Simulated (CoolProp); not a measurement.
Vapour-liquid equilibrium of CH2F2 (R32) (1) + R1234yf (2) at 26.35 °C; x and y are mole fractions of (1).

The numbers come from the multi-fluid Helmholtz-energy mixture model, Tillner-Roth 1997 and Lemmon 2022; pair parameters Bell 2023 in CoolProp.

Q: Give the bubble pressure and the first vapour's composition at x = 0.2, 0.65, 0.95. Is there an azeotrope?

A: x = 0.2: 0.9969 MPa, y = 0.384; x = 0.65: 1.498 MPa, y = 0.771; x = 0.95: 1.723 MPa, y = 0.962. No azeotrope shows between x = 0.05 and 0.95.

Pair parameters are fitted to limited data, so mixtures are less certain than the pure fluids.
